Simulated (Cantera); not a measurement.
Charge: 1 mol FeS2, 36 mol H2, 0.64 mol N2, held at 1348.15 K and 13.5 Torr.

Cantera equilibrium calculation (NASA polynomials, part measured and part estimated; ideal gas, pure solids and liquids). Candidate condensed phases: Fe, FeS, FeS2, S; 16 gas species. FeS: taken at fixed stoichiometry. Equilibrium is a limit: real reactors are often held back by kinetics, nucleation or transport.

Base state: H2 0.956, H2S 0.0259, N2 0.0175, S2 0.000600, SH 0.000198, H 1.69e-5 (mole fractions); condensed: FeS(s).

Q: What changes in the equilibrium state with this change: temperature from 1348.15 K to 1873.15 K?

A: 
| species | before | after |
|---|---|---|
| H2 | 0.956 | 0.937 |
| N2 | 0.0175 | 0.0170 |
| S2 | 0.000600 | 0.0159 |
| H2S | 0.0259 | 0.0135 |
| Fe | 7.43e-8 | 0.00440 |
| S | 1.05e-6 | 0.00123 |
| H | 1.69e-5 | 0.00466 |
| SH | 0.000198 | 0.00646 |
| FeS(s), mol | 1.000 | 0 |
| Fe(l), mol | 0 | 0.834 |

Q: What changes in the equilibrium state with this change: H2 from 36 to 25 mol?

A: 
```
species        before     after
-----------  --------  --------
H2              0.956     0.937
H2S            0.0259    0.0362
N2             0.0175    0.0249
S2           0.000600   0.00122
SH           0.000198  0.000280
H             1.69e-5   1.67e-5
FeS(s), mol     1.000     1.000
```
